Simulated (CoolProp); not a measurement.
Computed with CoolProp (reference Helmholtz-energy equation of state, Akasaka 2022).

For R1233zd(E), give the phase and the Z, expansivity (1/kK) at -36.15 °C and 8190 kPa; 17.15 °C and 8190 kPa; 123.65 °C and 8190 kPa.


- -36.15 °C and 8190 kPa: liquid; Z 0.384, expansivity 1.43
- 17.15 °C and 8190 kPa: liquid; Z 0.340, expansivity 1.66
- 123.65 °C and 8190 kPa: liquid; Z 0.314, expansivity 3.02
